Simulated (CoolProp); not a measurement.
Nitrogen at 412.86 K and 1.2 MPa is throttled through a valve to 0.375 MPa with no heat exchange. Each further row changes one setting.

Values from CoolProp's reference Helmholtz-energy equation of state, Span 2000.

```
case                       temperature change (K)  final density (kg/m³)
-------------------------  ----------------------  ---------------------
as stated                              (withheld)             (withheld)
outlet pressure 0.112 MPa              (withheld)                  0.916
outlet pressure 0.488 MPa              (withheld)             (withheld)
```

Task: Fill in the missing entries.

Result: 
- as stated, temperature change (K): -0.7
- as stated, final density (kg/m³): 3.06
- outlet pressure 0.112 MPa, temperature change (K): -1.0
- outlet pressure 0.488 MPa, temperature change (K): -0.6
- outlet pressure 0.488 MPa, final density (kg/m³): 3.98
